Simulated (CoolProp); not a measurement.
Vapour-liquid equilibrium of dimethyl ether (1) + n-perfluorobutane (2) at 10.8 bar; x and y are mole fractions of (1).

Computed with CoolProp (multi-fluid Helmholtz-energy mixture model, Wu 2011 and Gao 2022; pair parameters Bell 2016).

### Question
Give the bubble temperature and the first vapour's composition at x = 0.2, 0.5, 0.95. Is there an azeotrope?

### Answer
x = 0.2: 327.1 K, y = 0.465; x = 0.5: 315.2 K, y = 0.679; x = 0.95: 317.3 K, y = 0.891. y crosses x between x = 0.65 and 0.8: the model has an azeotrope there.

Pair parameters are fitted to limited data, so mixtures are less certain than the pure fluids. With so large a gap from Raoult's law the liquid may split in two, which this calculation doesn't test in full.
